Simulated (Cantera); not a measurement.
What does this Cantera script print?

```python
import numpy as np
import cantera as ct

surf = ct.Interface("ptcombust.yaml", "Pt_surf")
gas = surf.adjacent["gas"]
gas.TPX = 525, 500000, {'H2': 0.0098, 'O2': 0.098, 'N2': 0.79}
surf.TP = 525, 500000
reactor = ct.FlowReactor(gas, clone=False)
reactor.area = 0.0001  # m2
reactor.surface_area_to_volume_ratio = 3400  # 1/m
reactor.mass_flow_rate = 0.77 * reactor.area * gas.density  # inlet velocity 0.77 m/s
reactor.energy_enabled = False
wall = ct.ReactorSurface(surf, reactor, clone=False)
net = ct.ReactorNet([reactor])
net.rtol, net.atol = 1e-8, 1e-16
show, cover = ['H2', 'O2', 'H2O'], ['PT(S)', 'H(S)', 'O(S)', 'OH(S)', 'CO(S)', 'C(S)']

rows = []
print(f"{'z/m':>9s}{'u/(m/s)':>9s}" + "".join(f"{s:>13s}" for s in show + cover))
for z in [0.00017, 0.0003, 0.00053, 0.00094, 0.0017, 0.003, 0.0053, 0.0094, 0.017]:
    net.advance(z)
    rows.append([reactor.speed, *gas[show].X, *surf[cover].coverages])
    print(f"{z:9.4g}{rows[-1][0]:9.3g}" + "".join(f"{x:13.4e}" for x in rows[-1][1:]))
```

Result:

```
      z/m  u/(m/s)           H2           O2          H2O        PT(S)         H(S)         O(S)        OH(S)        CO(S)         C(S)
  0.00017    0.767   2.5876e-03   1.0543e-01   8.3736e-03   3.7105e-02   3.3980e-08   9.2514e-01   3.7548e-02   1.2953e-25  -3.2619e-30
   0.0003    0.766   1.6252e-03   1.0499e-01   9.3414e-03   2.3400e-02   1.3262e-08   9.4534e-01   3.1119e-02  -8.5986e-26  -1.5381e-29
  0.00053    0.766   9.7857e-04   1.0471e-01   9.9915e-03   1.4129e-02   4.7838e-09   9.6090e-01   2.4884e-02   5.2177e-25   2.1478e-29
  0.00094    0.766   5.7187e-04   1.0452e-01   1.0400e-02   8.2714e-03   1.6344e-09   9.7228e-01   1.9393e-02  -1.6257e-26  -3.8083e-31
   0.0017    0.766   3.2279e-04   1.0441e-01   1.0651e-02   4.6738e-03   5.2389e-10   9.8054e-01   1.4751e-02  -3.8949e-27  -1.5321e-31
    0.003    0.766   1.8489e-04   1.0435e-01   1.0790e-02   2.6790e-03   1.7387e-10   9.8606e-01   1.1246e-02  -1.0450e-26  -2.7314e-30
   0.0053    0.766   1.0527e-04   1.0431e-01   1.0870e-02   1.5264e-03   5.7370e-11   9.8994e-01   8.5254e-03  -3.1175e-26  -8.5212e-31
   0.0094    0.766   5.9524e-05   1.0429e-01   1.0916e-02   8.6427e-04   1.8821e-11   9.9270e-01   6.4329e-03  -7.1959e-26   4.2056e-29
    0.017    0.766   3.2929e-05   1.0428e-01   1.0942e-02   4.8009e-04   5.9855e-12   9.9471e-01   4.8032e-03  -3.6611e-27  -2.3390e-31
```

Model: Deutschmann's 1995 Pt surface mechanism with GRI-Mech 3.0 gas chemistry, integrated in Cantera. Catalytic surfaces can have several steady states; this one follows from the mechanism file's or the stated starting coverage. Mass transfer to the wall is taken as infinitely fast.
